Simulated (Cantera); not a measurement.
Feed: 1 mol Si₂H₆, 5.1 mol O₃, 9.9 mol N₂, held at 1675 K and 100000 Pa.

These are equilibrium values from Cantera (NASA tables, ideal gas, pure condensed phases), not measurements of a reactor. Candidate condensed phases: H₂O, Si, SiO₂, Si₂N₂O, Si₃N₄; 35 gas species. The feed counts by its element totals alone. The tables hold silica as quartz up to 1696 K and as liquid above; real silica turns to tridymite and cristobalite and melts near 1996 K. Gases not in the tables: Si(OH)₄. The numbers say what is thermodynamically allowed, not how fast it happens.

Base state: N₂ 0.579, O₂ 0.242, H₂O 0.176, NO 0.00242, OH 0.000421, O 1.68e-5 (mole fractions); condensed: SiO₂(β-quartz).

Q: What changes in the equilibrium state with this change: pressure from 100000 Pa to 12.0 Pa?

A: 
```
species                before     after
-------------------  --------  --------
N₂                      0.579     0.578
O₂                      0.242     0.240
H₂O                     0.176     0.173
OH                   0.000421   0.00398
H                     2.72e-7  0.000236
O                     1.68e-5   0.00153
H₂                    5.51e-6  0.000497
SiO₂(β-quartz), mol      2.00      2.00
```
